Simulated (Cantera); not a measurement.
A closed system holds: 1 mol Ti, 1.6 mol C3H8, 2.4 mol H2, equilibrated at 1923 K and 100 Torr.

Method: chemical equilibrium by Gibbs-energy minimisation in Cantera with the NASA 1993 tables (ideal gas, pure condensed phases). Candidate condensed phases: C, C6H6, C7H8, C8H18, Ti, TiC; 77 gas species. TiC: taken at fixed stoichiometry. Kinetics and transport are ignored.

Base state: H2 0.997, H 0.00258, C2H2 (acetylene) 0.000450, CH4 6.96e-5 (mole fractions); condensed: C(graphite) + TiC(s).

Task: What changes in the equilibrium state with this change: temperature from 1923 K to 1850 K?

Result: 
| species | before | after |
|---|---|---|
| H2 | 0.997 | 0.998 |
| H | 0.00258 | 0.00147 |
| C2H2 (acetylene) | 0.000450 | 0.000261 |
| CH4 | 6.96e-5 | 8.70e-5 |
| C(graphite), mol | 3.79 | 3.79 |
| TiC(s), mol | 1.00 | 1.00 |

Task: What changes in the equilibrium state with this change: temperature from 1923 K to 1748 K?

Result: 
| species | before | after |
|---|---|---|
| H2 | 0.997 | 0.999 |
| H | 0.00258 | 0.000625 |
| CH4 | 6.96e-5 | 0.000122 |
| C2H2 (acetylene) | 0.000450 | 0.000113 |
| C(graphite), mol | 3.79 | 3.80 |
| TiC(s), mol | 1.00 | 1.00 |

Task: What changes in the equilibrium state with this change: temperature from 1923 K to 1075 K?

Result: 
| species | before | after |
|---|---|---|
| H2 | 0.997 | 0.994 |
| CH4 | 6.96e-5 | 0.00594 |
| H | 0.00258 | 4.01e-8 |
| C2H2 (acetylene) | 0.000450 | 7.48e-9 |
| C(graphite), mol | 3.79 | 3.75 |
| TiC(s), mol | 1.00 | 1.00 |
